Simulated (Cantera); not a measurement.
A perfectly stirred reactor is fed with H2 : O2 : N2 = 0.051 : 1 : 0.31 (molar parts), equivalence ratio 0.025, at 25.5 Torr; it is held at 1173 K, and followed from long to short residence time.

Computed with Cantera and the H2/O2 subset of GRI-Mech 3.0, which has no nitrogen chemistry. Radical loss at walls, strong at low pressure, is not modelled. The temperature is held fixed by assumption; the heat of reaction is taken as removed at once.

### Question
What does this change do: temperature 1173 to 1375 K?

### Answer
```tsv
quantity	before	after
x(H2) at τ = 5.30 s	3.72e-5	2.20e-5
x(O2) at τ = 5.30 s	0.729	0.729
x(HO2) at τ = 5.30 s	8.72e-7	4.32e-7
x(H2O) at τ = 5.30 s	0.0380	0.0378
x(H2O2) at τ = 5.30 s	6.46e-8	2.15e-8
x(H2) at τ = 25.0 ms	0.000861	0.000521
x(O2) at τ = 25.0 ms	0.723	0.717
x(HO2) at τ = 25.0 ms	5.40e-6	2.89e-6
x(H2O) at τ = 25.0 ms	0.0357	0.0351
x(H2O2) at τ = 25.0 ms	2.06e-7	9.29e-8
```
